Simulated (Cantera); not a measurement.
Premixed flame

A freely propagating, adiabatic, planar premixed flame of 33.3 % H2, 12.8 % O2, 53.9 % N2, equivalence ratio 1.3, unburnt at 550 K and 6.10 bar; multicomponent transport, grid criteria slope 0.08 and curve 0.16, no radiation.

Detailed kinetics in Cantera: the H2/O2 subset of GRI-Mech 3.0, which has no nitrogen chemistry. The hydrogen kinetics of GRI-Mech 3.0 are dated; newer H2 mechanisms differ, most at raised pressure. Burning velocities carry a grid error of a few per cent, more on coarse grids.

```json
[
 {"z (mm)": "-0.130", "T (K)": "550", "u (m/s)": "6.36", "x H2": "0.333", "x O2": "0.128", "x H2O": "<1e-8", "x HO2": "<1e-8", "x O": "<1e-8", "x OH": "<1e-8"},
 {"z (mm)": "-0.0869", "T (K)": "550", "u (m/s)": "6.36", "x H2": "0.333", "x O2": "0.128", "x H2O": "4.45e-8", "x HO2": "<1e-8", "x O": "<1e-8", "x OH": "<1e-8"},
 {"z (mm)": "-0.0652", "T (K)": "550", "u (m/s)": "6.36", "x H2": "0.333", "x O2": "0.128", "x H2O": "5.26e-7", "x HO2": "8.36e-8", "x O": "<1e-8", "x OH": "<1e-8"},
 {"z (mm)": "-0.0435", "T (K)": "551", "u (m/s)": "6.36", "x H2": "0.332", "x O2": "0.128", "x H2O": "1.04e-5", "x HO2": "2.15e-6", "x O": "4.32e-8", "x OH": "<1e-8"},
 {"z (mm)": "-0.0217", "T (K)": "592", "u (m/s)": "6.74", "x H2": "0.320", "x O2": "0.129", "x H2O": "0.00184", "x HO2": "0.000459", "x O": "7.81e-6", "x OH": "3.43e-5"},
 {"z (mm)": "-0.0109", "T (K)": "879", "u (m/s)": "9.67", "x H2": "0.279", "x O2": "0.122", "x H2O": "0.0281", "x HO2": "0.000882", "x O": "0.000266", "x OH": "0.00105"},
 {"z (mm)": "0", "T (K)": "1337", "u (m/s)": "14.3", "x H2": "0.203", "x O2": "0.0896", "x H2O": "0.102", "x HO2": "0.000396", "x O": "0.00226", "x OH": "0.00280"},
 {"z (mm)": "0.0109", "T (K)": "1671", "u (m/s)": "17.6", "x H2": "0.132", "x O2": "0.0453", "x H2O": "0.186", "x HO2": "0.000174", "x O": "0.00450", "x OH": "0.00651"},
 {"z (mm)": "0.0217", "T (K)": "1854", "u (m/s)": "19.3", "x H2": "0.0976", "x O2": "0.0201", "x H2O": "0.232", "x HO2": "7.11e-5", "x O": "0.00470", "x OH": "0.00957"},
 {"z (mm)": "0.0435", "T (K)": "2023", "u (m/s)": "20.9", "x H2": "0.0833", "x O2": "0.00700", "x H2O": "0.258", "x HO2": "2.28e-5", "x O": "0.00374", "x OH": "0.0115"},
 {"z (mm)": "0.0869", "T (K)": "2167", "u (m/s)": "22.2", "x H2": "0.0824", "x O2": "0.00346", "x H2O": "0.269", "x HO2": "1.04e-5", "x O": "0.00227", "x OH": "0.0107"},
 {"z (mm)": "0.174", "T (K)": "2281", "u (m/s)": "23.2", "x H2": "0.0826", "x O2": "0.00173", "x H2O": "0.279", "x HO2": "4.85e-6", "x O": "0.00110", "x OH": "0.00834"},
 {"z (mm)": "0.348", "T (K)": "2359", "u (m/s)": "23.9", "x H2": "0.0826", "x O2": "0.000735", "x H2O": "0.285", "x HO2": "1.88e-6", "x O": "0.000454", "x OH": "0.00576"}
]
```
x: mole fraction of selected species; z is measured from the peak of heat release.

* **laminar burning velocity**: 636 cm/s
* **thermal thickness**: 0.0435 mm
* **peak x(HO2)**: 0.00106
* **peak x(O)**: 0.00478
* **peak x(OH)**: 0.0115
* **grid points**: 109
